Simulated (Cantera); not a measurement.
An adiabatic, constant-pressure homogeneous reactor starts with CH4 : H2 : O2 : N2 = 1 : 0.11 : 1.47 : 5.52 (molar parts), at 1375 K and 10.0 bar. Integrator tolerance rtol = 1e-08.

Cantera simulation using GRI-Mech 3.0 (53 species, 325 reactions); the numbers are that mechanism's predictions, not measurements.

What does this change do: pressure from 10.0 bar to 5.00 bar?


```csv
quantity,before,after
time of steepest temperature rise,0.381 ms,0.746 ms
temperature at 8.00 s,2789 K,2762 K
equilibrium temperature,2789 K,2762 K
x(CH4) at 8.00 s,9.25e-12 (gas-phase equilibrium 1.06e-11),2.58e-12 (gas-phase equilibrium 2.99e-12)
x(H2) at 8.00 s,0.0575 (gas-phase equilibrium 0.0575),0.0579 (gas-phase equilibrium 0.0579)
x(O2) at 8.00 s,0.000428 (gas-phase equilibrium 0.000428),0.000669 (gas-phase equilibrium 0.000669)
x(HCN) at 8.00 s,1.00e-7 (gas-phase equilibrium 1.00e-7),5.13e-8 (gas-phase equilibrium 5.13e-8)
x(C2H6) at 8.00 s,<1e-12 (gas-phase equilibrium <1e-12),<1e-12 (gas-phase equilibrium <1e-12)
```

What does this change do: CH4 1 to 1.8 parts?


```
quantity                                                              before                                    after
---------------------------------  -----------------------------------------  ---------------------------------------
time of steepest temperature rise                                   0.381 ms                                 0.698 ms
temperature at 8.00 s                                                 2789 K                                   2190 K
equilibrium temperature                                               2789 K                                   2190 K
x(CH4) at 8.00 s                   9.25e-12 (gas-phase equilibrium 1.06e-11)  3.28e-8 (gas-phase equilibrium 3.71e-8)
x(H2) at 8.00 s                        0.0575 (gas-phase equilibrium 0.0575)      0.243 (gas-phase equilibrium 0.243)
x(O2) at 8.00 s                    0.000428 (gas-phase equilibrium 0.000428)  1.67e-8 (gas-phase equilibrium 1.67e-8)
x(HCN) at 8.00 s                     1.00e-7 (gas-phase equilibrium 1.00e-7)  3.00e-6 (gas-phase equilibrium 3.00e-6)
x(C2H6) at 8.00 s                      <1e-12 (gas-phase equilibrium <1e-12)    <1e-12 (gas-phase equilibrium <1e-12)
```

What does this change do: initial temperature 1375 to 1050 K?


```tsv
quantity	before	after
time of steepest temperature rise	0.381 ms	7.39 ms
temperature at 8.00 s	2789 K	2556 K
equilibrium temperature	2789 K	2556 K
x(CH4) at 8.00 s	9.25e-12 (gas-phase equilibrium 1.06e-11)	2.11e-11 (gas-phase equilibrium 2.38e-11)
x(H2) at 8.00 s	0.0575 (gas-phase equilibrium 0.0575)	0.0582 (gas-phase equilibrium 0.0582)
x(O2) at 8.00 s	0.000428 (gas-phase equilibrium 0.000428)	6.07e-5 (gas-phase equilibrium 6.07e-5)
x(HCN) at 8.00 s	1.00e-7 (gas-phase equilibrium 1.00e-7)	9.81e-8 (gas-phase equilibrium 9.81e-8)
x(C2H6) at 8.00 s	<1e-12 (gas-phase equilibrium <1e-12)	<1e-12 (gas-phase equilibrium <1e-12)
```
